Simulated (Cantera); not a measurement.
Cantera run:

```python
import numpy as np
import cantera as ct

gas_names = """
    Ca CaF CaF2 Ca2 F F2 H HF H2 H2F2 H3F3 H4F4 H5F5 H6F6 H7F7 N NF NF2 NF3 NH NH2 NH3 N2 N2H2 N2H4
""".split()
cond_names = """
    Ca(a) Ca(b) Ca(L) CaF2(a) CaF2(b) CaF2(L)
""".split()


# ... load() reads the species with a 1 bar reference pressure and builds the phases ...
atoms = {
    'CaF2': {'Ca': 1, 'F': 2},
    'N2': {'N': 2},
    'H2': {'H': 2},
}
top_T = {}  # K; cautious upper limits of use, not melting points


# ... equilibrate(T, P, feed) seeds the gas with the atoms and calls Mixture.equilibrate('TP', solver="vcs", rtol=1e-11, max_steps=5000) ...
results = []
feed = {'CaF2': 1, 'N2': 0.37, 'H2': 2.7}  # mol
T = 1075  # K
P = 100000  # Pa
mix = equilibrate(T, P, feed)
results.append((T, P, feed, dict(zip(mix.species_names, mix.species_moles))))
x = sorted(zip(gas.X, gas.species_names), reverse=True)
print(f"T = {T:g} K  P = {P:g} Pa  gas = {mix.phase_moles(0):.4g} mol")
print("   x: " + "  ".join(f"{s} {v:.3e}" for v, s in x if v > 0.001))
print("   condensed (mol): " + ("  ".join(f"{mix.phase(i).name} {mix.phase_moles(i):.4g}"
      for i in range(1, mix.n_phases) if mix.phase_moles(i) > 1e-12) or "none"))
```

It prints:

```
T = 1075 K  P = 100000 Pa  gas = 3.07 mol
   x: H2 8.794e-01  N2 1.205e-01
   condensed (mol): CaF2(a) 1
```

Method: chemical equilibrium by Gibbs-energy minimisation in Cantera with the NASA 1993 tables (ideal gas, pure condensed phases).
